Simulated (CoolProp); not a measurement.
The numbers come from the reference Helmholtz-energy equation of state, Gao 2022 in CoolProp.

### Question
For n-perfluorohexane, give the phase and the density (kg/m³), cp (kJ/(kg K)), cv (kJ/(kg K)), expansivity (1/kK) at 176.85 °C and 13.1 MPa; 176.85 °C and 17.4 MPa.

### Answer
- 176.85 °C and 13.1 MPa: supercritical; density 1330, cp 1.19, cv 1.02, expansivity 2.11
- 176.85 °C and 17.4 MPa: supercritical; density 1370, cp 1.17, cv 1.02, expansivity 1.79
